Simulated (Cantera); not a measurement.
An isothermal, constant-pressure homogeneous reactor starts with 1.68 % CO, 4.76 % O2, 0.0271 % H2O, 93.4 % N2, 0.168 % H2, equivalence ratio 0.19, at 1475 K and 760 Torr.

Computed with Cantera and GRI-Mech 3.0 (53 species, 325 reactions).

Q: Predict: x(CO) at 50.0 s; x(O2) at 50.0 s; x(H2O) at 50.0 s; x(H2) at 50.0 s; x(NO) at 50.0 s; x(CO2) at 50.0 s.

A: 
- x(CO) at 50.0 s = 2.88e-7 (gas-phase equilibrium 2.89e-7)
- x(O2) at 50.0 s = 0.0387 (gas-phase equilibrium 0.0385)
- x(H2O) at 50.0 s = 0.00197 (gas-phase equilibrium 0.00197)
- x(H2) at 50.0 s = 1.35e-8 (gas-phase equilibrium 1.35e-8)
- x(NO) at 50.0 s = 6.03e-6 (gas-phase equilibrium 0.000508)
- x(CO2) at 50.0 s = 0.0170 (gas-phase equilibrium 0.0170)
